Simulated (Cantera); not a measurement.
A perfectly stirred reactor is fed with CH₄ : H₂ : H = 0.048 : 1 : 0.13 (molar parts), at 20.3 Torr; it is held at 1523 K, and followed from long to short residence time.

Detailed kinetics in Cantera: GRI-Mech 3.0 (53 species, 325 reactions). GRI-Mech 3.0 stops at C3 and has no aromatics, soot or wall deposition, so with more carbon than oxygen in the feed, carbon stays in small species such as C2H2 where larger ones or solid carbon would form. Radical loss at walls, strong at low pressure, is not modelled.

```json
[
 {"quantity": "x(CH₄) at τ = 1.70 s", "before": "0.0135", "after": "0.0115"},
 {"quantity": "x(H₂) at τ = 1.70 s", "before": "0.971", "after": "0.971"},
 {"quantity": "x(H) at τ = 1.70 s", "before": "0.00110", "after": "0.00223"},
 {"quantity": "x(CH₃) at τ = 1.70 s", "before": "0.000307", "after": "0.000529"},
 {"quantity": "x(C₂H₆) at τ = 1.70 s", "before": "3.44e-6", "after": "3.22e-6"},
 {"quantity": "x(CH₄) at τ = 42.0 ms", "before": "0.0197", "after": "0.0143"},
 {"quantity": "x(H₂) at τ = 42.0 ms", "before": "0.963", "after": "0.960"},
 {"quantity": "x(H) at τ = 42.0 ms", "before": "0.00511", "after": "0.0105"},
 {"quantity": "x(CH₃) at τ = 42.0 ms", "before": "0.00208", "after": "0.00308"},
 {"quantity": "x(C₂H₆) at τ = 42.0 ms", "before": "3.14e-5", "after": "2.12e-5"}
]
```

Question: Name the change that produced these shifts.
(A) pressure from 20.3 Torr to 100.0 Torr
(B) temperature 1523 to 2875 K
(C) pressure from 20.3 Torr to 10.00 Torr
(D) H 0.13 to 0.31 parts

Answer: C, pressure from 20.3 Torr to 10.00 Torr
